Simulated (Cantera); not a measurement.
Predominance diagram of Sr at 1825 K against the partial pressures of O₂ and Cl₂ (log10, bar). Cantera with NASA thermochemical tables; ideal gases at 1 bar, condensed phases pure. Candidates: Sr(l), SrCl₂(l), SrO(s). Only these pure phases compete in this equilibrium. Not in the tables: the peroxide, oxide halides.

```
log p(Cl₂) \ log p(O₂)
        columns: -20, -18.9, -17.9, -16.8, -15.8, -14.7, -13.7, -12.6, -11.6, -10.5, -9.5, -8.4, -7.4, -6.3, -5.3, -4.2, -3.2, -2.1, -1.1, 0
      1  A A A A A A A A A A A A A A A A A A A A
   -0.9  A A A A A A A A A A A A A A A A A A A A
   -2.8  A A A A A A A A A A A A A A A A A A A A
   -4.8  A A A A A A A A A A A A A A A A A A A A
   -6.7  A A A A A A A A A A A A A A A A B B B B
   -8.6  A A A A A A A A A A A A B B B B B B B B
  -10.5  A A A A A A A A A B B B B B B B B B B B
  -12.4  A A A A A B B B B B B B B B B B B B B B
  -14.3  A B B B B B B B B B B B B B B B B B B B
  -16.2  B B B B B B B B B B B B B B B B B B B B
  -18.2  B B B B B B B B B B B B B B B B B B B B
  -20.1  B B B B B B B B B B B B B B B B B B B B
    -22  B B B B B B B B B B B B B B B B B B B B
```

A: SrCl₂(l); B: SrO(s).
